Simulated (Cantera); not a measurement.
Charge: 1 mol B2O3, 0.14 mol NH3, equilibrated at 0.100 bar.

Cantera equilibrium calculation (NASA polynomials, part measured and part estimated; ideal gas, pure solids and liquids). Candidate condensed phases: B, BN, B2O3, B3O3H3, H2O; 39 gas species. Gases not in the tables: H3BO3. Kinetics and transport are ignored. All values below are at 627 °C.

Base state: H2 0.748, N2 0.249, H2O 0.00219, NH3 3.92e-5 (mole fractions); condensed: BN(s) + B2O3(l).

Task: What changes in the equilibrium state with this change: B2O3 replaced by BF3?

Result: 
| species | before | after |
|---|---|---|
| BF3 | 0 | 0.779 |
| H2 | 0.748 | 0.160 |
| N2 | 0.249 | 0.0535 |
| HF | 0 | 0.00729 |
| H2O | 0.00219 | 0 |
| BN(s), mol | 0.000408 | 0.00310 |
| B2O3(l), mol | 1.000 | 0 |

Task: What changes in the equilibrium state with this change: 0.00053 mol O2 added?

Result: 
```json
[
 {"species": "H2", "before": "0.748", "after": "0.746"},
 {"species": "N2", "before": "0.249", "after": "0.250"},
 {"species": "H2O", "before": "0.00219", "after": "0.00378"},
 {"species": "NH3", "before": "3.92e-5", "after": "3.90e-5"},
 {"species": "BN(s), mol", "before": "0.000408", "after": "0"},
 {"species": "B2O3(l), mol", "before": "1.000", "after": "1.000"}
]
```
